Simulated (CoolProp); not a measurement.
CHF3 (R23) along the isobar 101 kPa: fugacity coefficient from the reference equation and from simpler models built on Tc = 299.3 K, pc = 4832 kPa, ω = 0.263; each cubic takes its own stable root.

Computed with CoolProp (reference Helmholtz-energy equation of state, Penoncello 2003).

| T (K) | phase | reference | van der Waals | Redlich-Kwong | Soave-Redlich-Kwong | Peng-Robinson |
|---|---|---|---|---|---|---|
| 165 | liquid | 0.1651 | 0.9757 | 0.3754 | 0.1594 | 0.1665 |
| 175 | liquid | 0.3501 | 0.9787 | 0.7267 | 0.3428 | 0.3523 |
| 185 | liquid | 0.6725 | 0.9812 | 0.9732 | 0.6672 | 0.6772 |
| 195 | gas | 0.9633 | 0.9832 | 0.9767 | 0.9740 | 0.9730 |
| 205 | gas | 0.9703 | 0.9850 | 0.9797 | 0.9774 | 0.9764 |
| 215 | gas | 0.9754 | 0.9866 | 0.9821 | 0.9803 | 0.9792 |
| 225 | gas | 0.9793 | 0.9879 | 0.9842 | 0.9827 | 0.9817 |
| 235 | gas | 0.9824 | 0.9890 | 0.9860 | 0.9848 | 0.9838 |
| 245 | gas | 0.9848 | 0.9900 | 0.9875 | 0.9866 | 0.9856 |

At some of these states van der Waals, Redlich-Kwong gives the other phase, because its saturation line lies elsewhere.
